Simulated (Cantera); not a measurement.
What does this Cantera script print?

```python
import numpy as np
import cantera as ct

gas = ct.Solution("gri30.yaml")
gas.TPX = 1850, 280, {'CH4': 1, 'N2': 150, 'H2O': 15}
reactor = ct.IdealGasConstPressureReactor(gas, energy="off", clone=False)
net = ct.ReactorNet([reactor])
net.rtol, net.atol = 1e-08, 1e-18
show = ['CH4', 'HCN', 'H2', 'C2H6', 'C2H2']
times = np.geomspace(6e-05, 30, 11)

steps = ct.SolutionArray(gas, extra=["t"])
rows = []
print(f"{'t/s':>10s}{'T/K':>9s}{'P/Pa':>11s}" + "".join(f"{s:>11s}" for s in show))
for t in times:
    while net.time < t:
        t_next = net.step()
        steps.append(gas.state, t=t_next)
    rows.append([np.interp(t, steps.t, y) for y in (steps.T, steps.P, *steps(*show).X.T)])
    print(f"{t:10.3e}{rows[-1][0]:9.1f}{rows[-1][1]:11.4g}" + "".join(f"{x:11.3e}" for x in rows[-1][2:]))
rate = np.gradient(steps.T, steps.t)
print("integrator steps:", len(steps.t))
if steps.T.max() > steps.T[0] + 200:
    print(f"time of steepest temperature rise: {steps.t[rate.argmax()]:.4e} s")
gas.TPX = 1850, 280, {'CH4': 1, 'N2': 150, 'H2O': 15}
gas.equilibrate("TP")
print(f"equilibrium (TP): T = {gas.T:.1f} K  " + "  ".join(f"{s} {gas[s].X[0]:.3e}" for s in show))
```

Result:

```
       t/s      T/K       P/Pa        CH4        HCN         H2       C2H6       C2H2
 6.000e-05   1850.0        280  6.024e-03  5.044e-17  5.914e-09  9.290e-17  9.010e-19
 2.229e-04   1850.0        280  6.024e-03  1.564e-15  7.480e-08  5.012e-15  1.889e-16
 8.278e-04   1850.0        280  6.022e-03  3.345e-14  7.760e-07  2.881e-13  5.475e-14
 3.075e-03   1850.0        280  6.014e-03  6.926e-13  5.123e-06  1.500e-11  1.932e-11
 1.142e-02   1850.0        280  5.981e-03  1.634e-11  2.261e-05  4.141e-10  5.742e-09
 4.243e-02   1850.0        280  5.851e-03  6.858e-10  1.000e-04  6.540e-09  1.172e-06
 1.576e-01   1850.0        280  5.043e-03  7.435e-08  1.015e-03  5.157e-08  1.383e-04
 5.854e-01   1850.0        280  2.078e-03  2.209e-06  6.690e-03  2.321e-08  1.383e-03
 2.174e+00   1850.0        280  3.739e-04  1.003e-05  1.367e-02  1.536e-09  1.281e-03
 8.077e+00   1850.0        280  7.044e-05  1.265e-05  1.989e-02  4.293e-11  1.285e-04
 3.000e+01   1850.0        280  2.539e-09  1.198e-06  2.073e-02  8.260e-20  4.046e-09
integrator steps: 1156
equilibrium (TP): T = 1850.0 K  CH4 3.635e-19  HCN 6.622e-13  H2 2.042e-02  C2H6 6.655e-38  C2H2 1.223e-24
```

Cantera simulation using GRI-Mech 3.0 (53 species, 325 reactions); the numbers are that mechanism's predictions, not measurements. Radical loss at walls, strong at low pressure, is not modelled.
